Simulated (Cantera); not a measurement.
A jet of 1.13 % CH4, 17.5 % O2, 81.4 % N2 at 300 K and 0.0415 atm hits a platinum plate 2.3 cm away at a mass flux of 0.19 kg/m²/s; the plate temperature is set and raised in steps from an oxygen-covered start.

Cantera simulation using Deutschmann's 1995 Pt surface mechanism with GRI-Mech 3.0 gas chemistry; the numbers are that mechanism's predictions, not measurements. Catalytic surfaces can have several steady states; this one follows from the mechanism file's or the stated starting coverage.

x: mole fraction at the wall; θ: surface coverage.

```
plate T (K)  wall x CH4  wall x O2  wall x H2O  wall x OH  wall x CO  wall x CO2  θ free Pt   θ O*
-----------  ----------  ---------  ----------  ---------  ---------  ----------  ---------  -----
850              0.0108      0.174     0.00102      <1e-8          …    0.000665      0.152  0.848
900              0.0102      0.173     0.00206    1.33e-8          …     0.00135      0.214  0.785
950             0.00948      0.171     0.00344    4.71e-8          …     0.00226      0.281  0.718
1000            0.00862      0.169     0.00502    1.41e-7          …     0.00329      0.350  0.649
1050            0.00776      0.167     0.00661    3.69e-7          …     0.00434      0.419  0.581
1100            0.00695      0.166     0.00809    8.58e-7          …     0.00532      0.486  0.514
1150            0.00623      0.164     0.00939    1.81e-6          …     0.00618      0.550  0.449
```

Q: Complete the blanks.

A: 
- 850, wall x CO: 2.81e-6
- 900, wall x CO: 3.89e-6
- 950, wall x CO: 5.04e-6
- 1000, wall x CO: 6.22e-6
- 1050, wall x CO: 7.46e-6
- 1100, wall x CO: 8.81e-6
- 1150, wall x CO: 1.04e-5
